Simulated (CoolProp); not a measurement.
CH3F (R41) along the isotherm 151.85 °C: density (kg/m³) from the reference equation and from simpler models built on Tc = 44.1 °C, pc = 5.906 MPa, ω = 0.200; each cubic takes its own stable root.

The numbers come from the reference Helmholtz-energy equation of state, Lemmon 2006 in CoolProp. It is a short technical equation, of lower accuracy than the large ones.

```json
[
 {"p (MPa)": "1.11", "phase": "gas", "reference": "10.99"},
 {"p (MPa)": "2.21", "phase": "gas", "reference": "22.52"},
 {"p (MPa)": "3.32", "phase": "gas", "reference": "34.83"},
 {"p (MPa)": "4.43", "phase": "gas", "reference": "47.88"},
 {"p (MPa)": "5.54", "phase": "gas", "reference": "61.71"},
 {"p (MPa)": "6.64", "phase": "supercritical", "reference": "76.22"},
 {"p (MPa)": "7.75", "phase": "supercritical", "reference": "91.71"},
 {"p (MPa)": "8.86", "phase": "supercritical", "reference": "108.1"}
]
```

Question: How far does each simpler model (Soave-Redlich-Kwong, Peng-Robinson) lie from the reference over these 8 states: mean and median of the absolute difference, and the worst?

Answer: 
- Soave-Redlich-Kwong: mean 3.0 %, median 2.8 %, worst -5.7 % at 151.85 °C and 8.86 MPa
- Peng-Robinson: mean 0.8 %, median 0.6 %, worst -2.1 % at 151.85 °C and 8.86 MPa
